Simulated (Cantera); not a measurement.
An isothermal, constant-pressure homogeneous reactor starts with CH4 : H2O : H2 = 1 : 0.88 : 1.7 (molar parts), at 1798 K and 14.0 bar. Integrator tolerance rtol = 1e-08.

Model: GRI-Mech 3.0 (53 species, 325 reactions), integrated in Cantera. The pressure lies above the range GRI-Mech 3.0 was tuned for (to about 10 atm).

Q: What does this change do: temperature 1798 to 1400 K?

A: 
| quantity | before | after |
|---|---|---|
| x(CH4) at 9.00 s | 0.0201 (gas-phase equilibrium 0.0198) | 0.268 (gas-phase equilibrium 0.0315) |
| x(H2O) at 9.00 s | 0.000487 (gas-phase equilibrium 0.000192) | 0.240 (gas-phase equilibrium 0.00796) |
| x(H2) at 9.00 s | 0.814 (gas-phase equilibrium 0.814) | 0.486 (gas-phase equilibrium 0.802) |
| x(HCO) at 9.00 s | 1.17e-7 (gas-phase equilibrium 1.17e-7) | 7.53e-11 (gas-phase equilibrium 6.41e-9) |
| x(CH3) at 9.00 s | 4.25e-5 (gas-phase equilibrium 4.20e-5) | 1.00e-5 (gas-phase equilibrium 9.21e-7) |
